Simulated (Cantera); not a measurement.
**Pyrogenic steam for wet oxidation**

An isothermal, constant-pressure homogeneous reactor starts with H2 : O2 : N2 = 0.96 : 1 : 34 (molar parts), at 1375 K and 10000 Pa.

Cantera simulation using GRI-Mech 3.0 (53 species, 325 reactions); the numbers are that mechanism's predictions, not measurements.

| t (s) | x H2 | x O2 | x N2O | x O | x H | x HO2 |
|---|---|---|---|---|---|---|
| 1.00e-5 | 0.0267 | 0.0278 | <1e-12 | 4.05e-11 | 8.85e-10 | 9.15e-10 |
| 3.88e-5 | 0.0267 | 0.0278 | <1e-12 | 4.82e-10 | 3.53e-9 | 3.55e-9 |
| 0.000151 | 0.0267 | 0.0278 | <1e-12 | 6.10e-9 | 2.59e-8 | 1.38e-8 |
| 0.000585 | 0.0267 | 0.0278 | 1.22e-12 | 1.22e-6 | 4.80e-6 | 7.84e-8 |
| 0.00227 | 0.00274 | 0.0158 | 1.18e-8 | 0.00496 | 0.0111 | 5.15e-7 |
| 0.00881 | 0.00225 | 0.0154 | 1.34e-8 | 0.00346 | 0.00709 | 5.07e-7 |
| 0.0342 | 0.000998 | 0.0147 | 1.95e-8 | 0.00122 | 0.00170 | 4.60e-7 |
| 0.133 | 0.000117 | 0.0146 | 4.42e-8 | 0.000130 | 6.22e-5 | 2.38e-7 |
| 0.515 | 8.31e-6 | 0.0146 | 6.85e-8 | 9.26e-6 | 1.18e-6 | 3.35e-8 |
| 2.00 | 1.12e-6 | 0.0146 | 4.37e-8 | 1.25e-6 | 5.86e-8 | 5.74e-9 |
x: mole fraction; the columns are a selection and need not sum to one.

Equilibrium at this temperature and pressure: H2 2.18e-7, O2 0.0146, N2O 4.10e-9, O 2.44e-7, H 5.10e-9, HO2 2.90e-9 (gas phase only).
